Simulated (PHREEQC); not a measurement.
NaOH is added in steps, without added water, to 1 kg of water holding 40 mmol/kgw CuSO4, at 25 °C. Oxygen alone is held at its pressure in air (log pO2 = -0.68). The system is closed to CO2. Solids allowed: Cu(OH)2, Brochantite, Antlerite, Mirabilite, Chalcanthite. Others were left out.

Base run: PHREEQC, ion-association model, wateq4f.dat. Each further column changes one thing. The table gives pH.

```json
[
 {"NaOH added (mol)": "0", "base": "4.10", "CuSO4 from 0.04 to 0.008 mol/kgw": "4.55", "CuSO4 from 0.04 to 0.06 mol/kgw": "___", "no solid may form": "___"},
 {"NaOH added (mol)": "0.00525", "base": "4.14", "CuSO4 from 0.04 to 0.008 mol/kgw": "4.77", "CuSO4 from 0.04 to 0.06 mol/kgw": "4.02", "no solid may form": "5.77"},
 {"NaOH added (mol)": "0.01575", "base": "4.22", "CuSO4 from 0.04 to 0.008 mol/kgw": "8.42", "CuSO4 from 0.04 to 0.06 mol/kgw": "4.07", "no solid may form": "6.18"},
 {"NaOH added (mol)": "0.021", "base": "4.26", "CuSO4 from 0.04 to 0.008 mol/kgw": "11.63", "CuSO4 from 0.04 to 0.06 mol/kgw": "4.09", "no solid may form": "6.35"},
 {"NaOH added (mol)": "0.02625", "base": "4.32", "CuSO4 from 0.04 to 0.008 mol/kgw": "11.93", "CuSO4 from 0.04 to 0.06 mol/kgw": "4.13", "no solid may form": "6.53"},
 {"NaOH added (mol)": "0.03675", "base": "4.48", "CuSO4 from 0.04 to 0.008 mol/kgw": "12.23", "CuSO4 from 0.04 to 0.06 mol/kgw": "4.20", "no solid may form": "7.01"},
 {"NaOH added (mol)": "0.042", "base": "4.60", "CuSO4 from 0.04 to 0.008 mol/kgw": "12.33", "CuSO4 from 0.04 to 0.06 mol/kgw": "4.24", "no solid may form": "7.32"},
 {"NaOH added (mol)": "0.04725", "base": "4.81", "CuSO4 from 0.04 to 0.008 mol/kgw": "12.40", "CuSO4 from 0.04 to 0.06 mol/kgw": "4.29", "no solid may form": "7.60"},
 {"NaOH added (mol)": "0.05775", "base": "5.44", "CuSO4 from 0.04 to 0.008 mol/kgw": "12.52", "CuSO4 from 0.04 to 0.06 mol/kgw": "4.41", "no solid may form": "7.99"},
 {"NaOH added (mol)": "0.063", "base": "8.63", "CuSO4 from 0.04 to 0.008 mol/kgw": "12.57", "CuSO4 from 0.04 to 0.06 mol/kgw": "4.50", "no solid may form": "8.15"},
 {"NaOH added (mol)": "0.06825", "base": "8.64", "CuSO4 from 0.04 to 0.008 mol/kgw": "12.61", "CuSO4 from 0.04 to 0.06 mol/kgw": "4.62", "no solid may form": "8.31"},
 {"NaOH added (mol)": "0.07875", "base": "8.66", "CuSO4 from 0.04 to 0.008 mol/kgw": "12.69", "CuSO4 from 0.04 to 0.06 mol/kgw": "5.35", "no solid may form": "___"},
 {"NaOH added (mol)": "0.084", "base": "11.48", "CuSO4 from 0.04 to 0.008 mol/kgw": "12.72", "CuSO4 from 0.04 to 0.06 mol/kgw": "5.49", "no solid may form": "11.37"}
]
```

Task: What belongs in the gaps?

Result: 
- 0, CuSO4 from 0.04 to 0.06 mol/kgw: 4.00
- 0, no solid may form: 4.66
- 0.07875, no solid may form: 8.93

The database's constant for dissolved Cu(OH)2 is higher than later reviews accept.  In at least one series the solution becomes supersaturated in solids that the run did not let form, among them Cu(OH)2, Brochantite, Antlerite.
